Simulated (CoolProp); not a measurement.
A single-stage vapour-compression cycle with R236EA: evaporating at 274.15 K (dew point), condensing at 328.15 K (bubble point), superheat 0 K, subcooling 5 K, compressor efficiency 0.65, no pressure losses. Each further row changes one setting.

Computed with CoolProp (reference Helmholtz-energy equation of state, Rui 2013).

```tsv
case	cooling COP	pressure ratio	discharge temperature (K)	refrigerating effect (kJ/kg)	volumetric capacity (kJ/m³)
as stated	[?]	6.43	331.0	106	600
evaporating temperature 279.15 K	[?]	5.22	330.3	110	756
condensing temperature 323.15 K	2.91	5.58	326.4	112	637
subcooling 10 K	2.69	6.43	331.0	112	637
superheat 10 K	[?]	6.43	341.8	114	622
compressor efficiency 0.55	2.15	6.43	338.7	106	600
```

### Question
Complete the blanks.

### Answer

- as stated, cooling COP: 2.54
- evaporating temperature 279.15 K, cooling COP: 2.94
- superheat 10 K, cooling COP: 2.60
